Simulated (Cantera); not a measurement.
A perfectly stirred reactor is fed with CH₄ : H₂ : N₂ = 0.018 : 1 : 0.00053 (molar parts), at 1900 Pa; it is held at 1700 K, and followed from long to short residence time.

Model: GRI-Mech 3.0 (53 species, 325 reactions), integrated in Cantera. GRI-Mech 3.0 stops at C3 and has no aromatics, soot or wall deposition, so with more carbon than oxygen in the feed, carbon stays in small species such as C2H2 where larger ones or solid carbon would form. Radical loss at walls, strong at low pressure, is not modelled.

```csv
quantity,before,after
x(CH₄) at τ = 3.00 s,0.00770,7.08e-6
x(H₂) at τ = 3.00 s,0.986,0.851
x(H) at τ = 3.00 s,0.000962,0.140
x(C₂H₂) at τ = 3.00 s,0.00481,0.00793
x(CH₃) at τ = 3.00 s,0.000152,2.09e-5
x(CH₄) at τ = 44.0 ms,0.0174,0.000711
x(H₂) at τ = 44.0 ms,0.981,0.947
x(H) at τ = 44.0 ms,0.000383,0.0432
x(C₂H₂) at τ = 44.0 ms,5.12e-5,0.00780
x(CH₃) at τ = 44.0 ms,0.000138,0.000585
```

Problem. Name the change that produced these shifts.
(A) temperature 1700 to 1675 K
(B) CH4 0.018 to 0.0056 parts
(C) temperature 1700 to 2875 K
(D) temperature 1700 to 2475 K

Solution. D, temperature 1700 to 2475 K
